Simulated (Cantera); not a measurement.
Mixture: CH4 : O2 : N2 : CO2 = 1 : 1.67 : 6.27 : 1.8 (molar parts), equivalence ratio 1.2, at 170000 Pa, adiabatic and at constant pressure. Ignition delay is the time to a rise of 400 K.

Detailed kinetics in Cantera: GRI-Mech 3.0 (53 species, 325 reactions).

Problem. What does this change do: 0.41 parts H2 added?

Solution. 
```json
[
 {"quantity": "delay at 1123 K", "before": "0.126 s", "after": "6.41 ms"},
 {"quantity": "delay at 1223 K", "before": "31.0 ms", "after": "2.70 ms"},
 {"quantity": "delay at 1323 K", "before": "8.62 ms", "after": "1.17 ms"},
 {"quantity": "delay at 1423 K", "before": "2.65 ms", "after": "0.529 ms"},
 {"quantity": "delay at 1523 K", "before": "0.901 ms", "after": "0.254 ms"},
 {"quantity": "apparent activation energy between 1473 and 1573 K", "before": "200 kJ/mol", "after": "130 kJ/mol"}
]
```

Problem. What does this change do: pressure from 170000 Pa to 2400000 Pa?

Solution. 
```json
[
 {"quantity": "delay at 1123 K", "before": "0.126 s", "after": "6.13 ms"},
 {"quantity": "delay at 1223 K", "before": "31.0 ms", "after": "1.80 ms"},
 {"quantity": "delay at 1323 K", "before": "8.62 ms", "after": "0.628 ms"},
 {"quantity": "delay at 1423 K", "before": "2.65 ms", "after": "0.242 ms"},
 {"quantity": "delay at 1523 K", "before": "0.901 ms", "after": "99.3 µs"},
 {"quantity": "apparent activation energy between 1473 and 1573 K", "before": "200 kJ/mol", "after": "170 kJ/mol"}
]
```
The pressure lies above the range GRI-Mech 3.0 was tuned for (to about 10 atm).
